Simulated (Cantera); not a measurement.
Cantera run, input and output.

```python
import numpy as np
import cantera as ct

gas = ct.Solution("h2o2.yaml")
gas.TPX = 500, 101325, {'H2': 1, 'O2': 0.926, 'N2': 3.48, 'H2O': 0.25}
flame = ct.FreeFlame(gas, width=0.04)
flame.set_refine_criteria(ratio=3, slope=0.08, curve=0.16)
flame.transport_model = "mixture-averaged"
flame.solve(loglevel=0, auto=True)
z, T = flame.grid, flame.T
thick = (T[-1] - T[0]) / np.gradient(T, z).max()
show = ['H2', 'O2', 'H2O', 'HO2', 'OH', 'O']
print(f"laminar burning velocity  {flame.velocity[0] * 100:.3f} cm/s")
print(f"burnt temperature         {T[-1]:.1f} K")
print(f"thermal thickness         {thick * 1e3:.4f} mm")
print(f"grid points               {len(z)}")
z0 = z[flame.heat_release_rate.argmax()]
print(f"{'z/mm':>9s}{'T/K':>9s}{'u/(m/s)':>9s}" + "".join(f"{s:>11s}" for s in show))
rows = []
for k in (-3, -2, -1.5, -1, -0.5, -0.25, 0, 0.25, 0.5, 1, 2, 4, 8):
    zz = z0 + k * thick
    rows.append([k * thick, np.interp(zz, z, T), np.interp(zz, z, flame.velocity),
                 *(np.interp(zz, z, flame.X[gas.species_index(s)]) for s in show)])
    print(f"{rows[-1][0] * 1e3:9.3f}{rows[-1][1]:9.1f}{rows[-1][2]:9.3f}" + "".join(f"{x:11.3e}" for x in rows[-1][3:]))
```

Result:

```
laminar burning velocity  164.353 cm/s
burnt temperature         1787.5 K
thermal thickness         0.3935 mm
grid points               107
     z/mm      T/K  u/(m/s)         H2         O2        H2O        HO2         OH          O
   -1.180    500.0    1.643  1.765e-01  1.638e-01  4.422e-02  3.648e-09  2.569e-13  1.494e-11
   -0.787    500.1    1.641  1.753e-01  1.640e-01  4.430e-02  9.902e-08  1.080e-11  6.183e-10
   -0.590    500.8    1.639  1.726e-01  1.645e-01  4.449e-02  9.353e-07  1.342e-10  6.565e-09
   -0.393    505.7    1.640  1.641e-01  1.661e-01  4.533e-02  1.055e-05  4.379e-09  8.083e-08
   -0.197    608.8    1.911  1.292e-01  1.679e-01  5.794e-02  3.274e-04  5.560e-05  1.225e-05
   -0.098    864.9    2.657  9.175e-02  1.567e-01  9.286e-02  2.640e-04  5.280e-04  2.895e-04
    0.000   1172.6    3.562  5.032e-02  1.302e-01  1.472e-01  1.375e-04  1.852e-03  2.145e-03
    0.098   1389.1    4.206  2.209e-02  1.044e-01  1.907e-01  8.293e-05  4.414e-03  4.584e-03
    0.197   1513.2    4.574  1.081e-02  9.226e-02  2.104e-01  5.837e-05  6.173e-03  5.229e-03
    0.393   1633.5    4.921  5.265e-03  8.650e-02  2.227e-01  3.682e-05  6.765e-03  3.976e-03
    0.787   1717.8    5.156  2.564e-03  8.515e-02  2.299e-01  1.940e-05  5.513e-03  1.986e-03
    1.574   1761.1    5.274  9.568e-04  8.510e-02  2.340e-01  8.030e-06  3.603e-03  7.353e-04
    3.148   1778.5    5.321  3.003e-04  8.537e-02  2.359e-01  2.926e-06  2.094e-03  2.334e-04
```

Model: the H2/O2 subset of GRI-Mech 3.0, which has no nitrogen chemistry, integrated in Cantera. Burning velocities carry a grid error of a few per cent, more on coarse grids. Lean hydrogen flames are cellular in practice and burn faster than this planar one.
